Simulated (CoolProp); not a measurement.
A closed Brayton cycle with carbon dioxide: compressor inlet 329.15 K and 9.4 MPa, high pressure 18.7 MPa, turbine inlet 635 K, compressor efficiency 0.85, turbine efficiency 0.93, recuperator effectiveness 0 (on enthalpy, no pinch check). Each further row changes one setting.

Model: reference Helmholtz-energy equation of state, Span 1996, in CoolProp.

```tsv
case	thermal efficiency (%)	net work (kJ/kg)	compressor to turbine work	compressor exit (K)	turbine exit (K)
as stated	11.0	38.6	0.45	383.2	560.8
turbine inlet 585 K	10.9	31.4	0.50	383.2	513.8
compressor inlet 339.15 K	10.6	33.7	0.52	398.5	560.8
high pressure 15.9 MPa	8.7	31.4	0.43	370.2	578.1
recuperator effectiveness 0.5	15.9	38.6	0.45	383.2	560.8
```
